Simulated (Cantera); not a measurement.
A closed system holds: 1 mol Si3N4, 0.0048 mol H2O, 7.6 mol H2, at 49.0 mbar.

Method: chemical equilibrium by Gibbs-energy minimisation in Cantera with the NASA 1993 tables (ideal gas, pure condensed phases). Candidate condensed phases: H2O, Si, SiO2, Si2N2O, Si3N4; 35 gas species. Gases not in the tables: Si2H6 and higher silanes. Equilibrium is a limit: real reactors are often held back by kinetics, nucleation or transport. All values below are at 1600 °C.

Base state: H2 0.789, N2 0.208, H 0.00259, SiO 0.000499, Si 0.000180, SiH2 3.87e-5, SiH 3.30e-5 (mole fractions); condensed: Si(l).

**Question.** What changes in the equilibrium state with this change: pressure from 49.0 mbar to 10.0 mbar?

**Answer.** 
```json
[
 {"species": "H2", "before": "0.789", "after": "0.785"},
 {"species": "N2", "before": "0.208", "after": "0.207"},
 {"species": "H", "before": "0.00259", "after": "0.00572"},
 {"species": "Si", "before": "0.000180", "after": "0.000882"},
 {"species": "Si2N", "before": "9.72e-6", "after": "2.15e-5"},
 {"species": "SiN", "before": "6.54e-6", "after": "1.45e-5"},
 {"species": "SiH", "before": "3.30e-5", "after": "7.28e-5"},
 {"species": "SiH2", "before": "3.87e-5", "after": "3.85e-5"},
 {"species": "SiO", "before": "0.000499", "after": "0.000498"},
 {"species": "Si(l), mol", "before": "2.99", "after": "2.98"}
]
```
The tables' values for SiN are old estimates; treat these amounts as uncertain.
